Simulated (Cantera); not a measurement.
# SiC + Si + H2 (sublimation and decomposition of ceramics)

Charge: 1 mol SiC, 0.14 mol Si, 0.6 mol H2, equilibrated at 0.740 bar.

Method: chemical equilibrium by Gibbs-energy minimisation in Cantera with the NASA 1993 tables (ideal gas, pure condensed phases). Candidate condensed phases: C, C6H6, C7H8, C8H18, Si, SiC; 87 gas species. Mutual solubility and eutectic melting of coexisting phases are not modelled. Gases not in the tables: Si2H6 and higher silanes. Rates play no part.

```json
[
 {"T (K)": "1898", "log p H2": "-0.13", "log p H": "-3.17", "log p Si": "-4.91", "log p Si2C": "-6.67", "log p SiH": "-5.04", "n Si(l)": "0.140", "n SiC(s)": "1.000"},
 {"T (K)": "1998", "log p H2": "-0.13", "log p H": "-2.86", "log p Si": "-4.37", "log p Si2C": "-5.94", "log p SiH": "-4.60", "n Si(l)": "0.140", "n SiC(s)": "1.000"},
 {"T (K)": "2098", "log p H2": "-0.13", "log p H": "-2.58", "log p Si": "-3.88", "log p Si2C": "-5.28", "log p SiH": "-4.21", "n Si(l)": "0.140", "n SiC(s)": "1.000"},
 {"T (K)": "2198", "log p H2": "-0.13", "log p H": "-2.32", "log p Si": "-3.44", "log p Si2C": "-4.68", "log p SiH": "-3.86", "n Si(l)": "0.139", "n SiC(s)": "1.000"},
 {"T (K)": "2298", "log p H2": "-0.14", "log p H": "-2.09", "log p Si": "-3.04", "log p Si2C": "-4.13", "log p SiH": "-3.54", "n Si(l)": "0.139", "n SiC(s)": "1.000"},
 {"T (K)": "2398", "log p H2": "-0.14", "log p H": "-1.87", "log p Si": "-2.67", "log p Si2C": "-3.63", "log p SiH": "-3.25", "n Si(l)": "0.137", "n SiC(s)": "0.999"},
 {"T (K)": "2498", "log p H2": "-0.15", "log p H": "-1.68", "log p Si": "-2.33", "log p Si2C": "-3.18", "log p SiH": "-2.98", "n Si(l)": "0.135", "n SiC(s)": "0.999"},
 {"T (K)": "2598", "log p H2": "-0.16", "log p H": "-1.50", "log p Si": "-2.02", "log p Si2C": "-2.76", "log p SiH": "-2.74", "n Si(l)": "0.129", "n SiC(s)": "0.996"},
 {"T (K)": "2698", "log p H2": "-0.18", "log p H": "-1.34", "log p Si": "-1.73", "log p Si2C": "-2.37", "log p SiH": "-2.52", "n Si(l)": "0.120", "n SiC(s)": "0.991"},
 {"T (K)": "2798", "log p H2": "-0.21", "log p H": "-1.20", "log p Si": "-1.46", "log p Si2C": "-2.01", "log p SiH": "-2.32", "n Si(l)": "0.102", "n SiC(s)": "0.976"}
]
```
log p: log10 of the partial pressure in bar; n: condensed amount in mol.

From 1898 K to 2798 K the condensed part is Si(l) + SiC(s). The main Si-bearing gas is SiH2 at 1898 K and Si at 2798 K.
